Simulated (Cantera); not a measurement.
Input (Python, Cantera):

```python
import numpy as np
import cantera as ct

surf = ct.Interface("diamond.yaml", "diamond_100")
gas, bulk = surf.adjacent["gas"], surf.adjacent["diamond"]
k = surf.kinetics_species_index(bulk.species_names[0])
cover = ["c6HH", "c6H*", "c6*H", "c6**", "c6HM", "c6B"]

rows, drift = [], 0.0
print(f"{'xH':>10s}{'um/h':>11s}" + "".join(f"{s:>11s}" for s in cover))
for v in [0.0001, 0.00021, 0.00045, 0.00095, 0.002, 0.0042, 0.009, 0.019, 0.04]:
    T, P, xH, xCH3 = 1223, 1500, v, 0.00077
    gas.TPX = T, P, {"H": xH, "CH3": xCH3, "CH4": 0.018, "H2": 1 - xH - xCH3 - 0.018}
    surf.TP = bulk.TP = T, P
    surf.coverages = "c6H*:0.1, c6HH:0.9"
    surf.advance_coverages(100.0)
    before = surf.coverages
    surf.advance_coverages(100.0)
    drift = max(drift, np.max(np.abs(surf.coverages - before) / (surf.coverages + 1e-9)))
    rate = surf.net_production_rates[k] * bulk.mean_molecular_weight / bulk.density * 3.6e9
    rows.append([rate, *surf[cover].coverages])
    print(f"{v:10.4g}{rate:11.4e}" + "".join(f"{x:11.3e}" for x in rows[-1][1:]))
```

It prints:

```
        xH       um/h       c6HH       c6H*       c6*H       c6**       c6HM        c6B
    0.0001 7.9102e-02  6.204e-01  2.765e-02  3.386e-01  4.038e-03  1.197e-03  2.146e-10
   0.00021 2.0990e-01  5.375e-01  3.340e-02  4.091e-01  8.247e-03  1.553e-03  5.696e-10
   0.00045 4.3921e-01  4.824e-01  3.709e-02  4.543e-01  1.440e-02  1.902e-03  1.192e-09
   0.00095 7.4234e-01  4.518e-01  3.903e-02  4.780e-01  2.103e-02  2.197e-03  2.014e-09
     0.002 1.1124e+00  4.357e-01  3.998e-02  4.897e-01  2.659e-02  2.397e-03  3.019e-09
    0.0042 1.6127e+00  4.276e-01  4.045e-02  4.953e-01  3.033e-02  2.468e-03  4.376e-09
     0.009 2.4328e+00  4.236e-01  4.069e-02  4.981e-01  3.253e-02  2.390e-03  6.602e-09
     0.019 3.7589e+00  4.218e-01  4.084e-02  4.995e-01  3.367e-02  2.147e-03  1.020e-08
      0.04 5.6997e+00  4.212e-01  4.099e-02  5.004e-01  3.427e-02  1.739e-03  1.547e-08
```

Computed with Cantera and the Harris–Goodwin 1993 mechanism for the reconstructed diamond (100) surface.
